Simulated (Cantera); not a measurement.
Charge: 1 mol V2O3, 380 mol H2, 0.078 mol H2O, at 1102 °C and 1 atm.

Equilibrium computed with Cantera from the NASA thermochemical tables; the gas is ideal and each condensed phase is pure. Candidate condensed phases: H2O, V, VO, V2O3, V2O4, V2O5; 12 gas species. Mutual solubility and eutectic melting of coexisting phases are not modelled. VO: taken at fixed stoichiometry. Condensed phases not in the tables: the oxides between V2O3 and V2O5 other than VO2. The numbers say what is thermodynamically allowed, not how fast it happens.

Base state: H2 0.998, H2O 0.00171 (mole fractions); condensed: VO(s) + V2O3(s).

**Question.** What changes in the equilibrium state with this change: V2O3 replaced by Cu2O?

**Answer.** 
```tsv
species	before	after
H2	0.998	0.997
H2O	0.00171	0.00284
VO(s), mol	1.14	0
V2O3(s), mol	0.430	0
Cu(l), mol	0	2.00
```
Further candidate phases: Cu, CuO, Cu(OH)2, Cu2O.
